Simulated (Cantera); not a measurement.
Input: 1 mol Ta(OEt)5, 0.49 mol O2, equilibrated at 898.15 K and 190 Pa.

Method: chemical equilibrium by Gibbs-energy minimisation in Cantera with the NASA 1993 tables (ideal gas, pure condensed phases). Candidate condensed phases: C, C6H6, C7H8, C8H18, H2O, Ta, TaC, Ta2O5; 113 gas species. The feed counts by its element totals alone. Kinetics and transport are ignored.

Base state: H2 0.782, CO 0.216, H2O 0.000810, CO2 0.000520, CH4 0.000371 (mole fractions); condensed: C(graphite) + Ta2O5(s).

What changes in the equilibrium state with this change: temperature from 898.15 K to 1375 K?


| species | before | after |
|---|---|---|
| H2 | 0.782 | 0.676 |
| CO | 0.216 | 0.324 |
| H | 2.23e-9 | 6.46e-5 |
| H2O | 0.000810 | 1.91e-6 |
| CO2 | 0.000520 | 4.43e-7 |
| CH4 | 0.000371 | 4.33e-6 |
| C(graphite), mol | 6.54 | 3.02 |
| Ta2O5(s), mol | 0.500 | 0 |
| TaC(s), mol | 0 | 1.00 |
TaC: taken at fixed stoichiometry. Condensed phases not in the tables: Ta2C.
